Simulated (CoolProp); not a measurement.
A Linde-Hampson liquefier for nitrogen: isothermal reversible compression at 230 K from 1 atm to 30 MPa, throttling to 1 atm, return gas leaving the recuperator 10 K below the feed. Each further row changes one setting.

Computed with CoolProp (reference Helmholtz-energy equation of state, Span 2000).

| case | liquid yield per pass | compression work (kJ/kg of gas) |
|---|---|---|
| as stated | [?] | 380 |
| high pressure 60 MPa | 0.146 | [?] |
| warm-end temperature 260 K | 0.111 | 437 |
| warm-end gap 15 K | [?] | 380 |

Question: Fill in the missing entries.

Answer: 
- as stated, liquid yield per pass: 0.162
- high pressure 60 MPa, compression work (kJ/kg of gas): 441
- warm-end gap 15 K, liquid yield per pass: 0.149
